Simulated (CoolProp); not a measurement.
A simple Rankine cycle with water: condensing at 302.15 K, boiler at 0.126 MPa, turbine inlet 419.4 K, turbine efficiency 0.75, pump efficiency 0.7, no recuperator. Each further row changes one setting.

Values from CoolProp's reference Helmholtz-energy equation of state, Wagner 2002.

```tsv
case	thermal efficiency (%)	net work (kJ/kg)	heat in (kJ/kg)	turbine exit temperature (K)	volume ratio over the turbine
as stated	14.5	383	2650	302.1	21.3
turbine inlet 439.4 K	14.6	392	2690	302.1	20.5
condensing temperature 294.15 K	15.9	426	2680	294.1	33.0
boiler pressure 0.0882 MPa	13.1	347	2650	302.1	15.1
turbine efficiency 0.65	12.6	332	2650	302.1	21.7
```

The expansion ends wet for: as stated; turbine inlet 439.4 K; condensing temperature 294.15 K; boiler pressure 0.0882 MPa; turbine efficiency 0.65.
